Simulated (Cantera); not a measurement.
Feed: 1 mol Pb, 0.62 mol H2, 0.23 mol N2, at 100000 Pa.

Cantera equilibrium calculation (NASA polynomials, part measured and part estimated; ideal gas, pure solids and liquids). Candidate condensed phases: Pb; 11 gas species. The numbers say what is thermodynamically allowed, not how fast it happens. All values below are at 750 K.

Base state: H2 0.728, N2 0.270, NH3 0.00165 (mole fractions); condensed: Pb(l).

Problem. What changes in the equilibrium state with this change: pressure from 100000 Pa to 660 Pa?

Solution. 
| species | before | after |
|---|---|---|
| H2 | 0.728 | 0.729 |
| N2 | 0.270 | 0.271 |
| NH3 | 0.00165 | 1.09e-5 |
| Pb(l), mol | 1.00 | 1.000 |
